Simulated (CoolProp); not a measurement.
Properties of R236FA along the isobar 101 kPa (Tc = 398.1 K, pc = 3191 kPa, ω = 0.377).

Computed with CoolProp (reference Helmholtz-energy equation of state, Pan 2012).

```tsv
T (K)	phase	Z	Prandtl number
222.2	liquid	0.005222	?
230.9	liquid	0.005104	?
239.6	liquid	0.004998	8.48
248.3	liquid	?	7.59
257	liquid	?	6.88
265.8	liquid	?	6.30
274.5	gas	?	0.744
283.2	gas	0.9605	0.737
291.9	gas	0.9648	0.731
```

Q: Fill in the missing entries.

A: 
- 222.2, Prandtl number: 11.1
- 230.9, Prandtl number: 9.61
- 248.3, Z: 0.004904
- 257, Z: 0.004820
- 265.8, Z: 0.004745
- 274.5, Z: 0.9555

Viscosity comes from a separate model (Huber 2003), an estimate that may be off by 10 % or more. Thermal conductivity comes from a separate model (Huber 2003), an estimate that may be off by 10 % or more.
